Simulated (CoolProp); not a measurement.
Computed with CoolProp (reference Helmholtz-energy equation of state, Leachman 2009).

**Question.** For normal hydrogen, give the phase and the cp (kJ/(kg K)), cv (kJ/(kg K)), Joule-Thomson coefficient (K/MPa), conductivity (mW/(m K)) at -251.65 °C and 4.32 MPa.

**Answer.** 
- -251.65 °C and 4.32 MPa: liquid; cp 8.91, cv 5.76, Joule-Thomson coefficient -1.13, conductivity 111

Thermal conductivity comes from a separate model (Assael 2011).
